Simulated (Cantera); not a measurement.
# Equilibrium for silicon nitride deposition: SiCl4 + NH3 + N2

Feed: 1 mol SiCl4, a varied amount of NH3, 77 mol N2, equilibrated at 1325 °C and 0.530 bar.

Cantera equilibrium calculation (NASA polynomials, part measured and part estimated; ideal gas, pure solids and liquids). Candidate condensed phases: NH4Cl, Si, Si3N4; 28 gas species. The tables' values for SiCl3 are old estimates; treat these amounts as uncertain. Rates play no part.

```
n(NH3) (mol)   x N2     x H2   x HCl   x SiCl2   x SiCl4   x SiCl3  x SiHCl3  n Si3N4(s)
------------  -----  -------  ------  --------  --------  --------  --------  ----------
1.1           0.957  0.00540  0.0300   0.00396   0.00165   0.00162   4.25e-5       0.138
1.4           0.951  0.00861  0.0344   0.00327   0.00112   0.00122   4.03e-5       0.180
1.7           0.946   0.0124  0.0375   0.00271  0.000767  0.000917   3.64e-5       0.212
2.1           0.939   0.0180  0.0401   0.00215  0.000479  0.000645   3.09e-5       0.242
2.6           0.930   0.0256  0.0420   0.00166  0.000285  0.000437   2.50e-5       0.266
3.3           0.919   0.0367  0.0431   0.00123  0.000155  0.000278   1.90e-5       0.286
4             0.908   0.0478  0.0434  0.000966   9.49e-5  0.000192   1.50e-5       0.297
4.9           0.894   0.0617  0.0432  0.000750   5.65e-5  0.000131   1.16e-5       0.305
6.1           0.877   0.0797  0.0426  0.000572   3.25e-5   8.66e-5   8.72e-6       0.312
7.5           0.858   0.0996  0.0417  0.000444   1.93e-5   5.89e-5   6.63e-6       0.317
9.2           0.837    0.122  0.0405  0.000347   1.16e-5   4.03e-5   5.02e-6       0.320
11            0.816    0.145  0.0392  0.000279   7.38e-6   2.89e-5   3.92e-6       0.323
14            0.784    0.179  0.0371  0.000208   4.00e-6   1.84e-5   2.77e-6       0.325
```
x: gas mole fraction; n: condensed amount in mol.

From 1.1 mol NH3 to 14 mol NH3 the condensed part is Si3N4(s). The main Si-bearing gas is SiCl2 throughout. The share of Si in condensed phases is highest at 14 mol NH3 (97.5 %) and lowest at 1.1 mol NH3 (41.3 %).
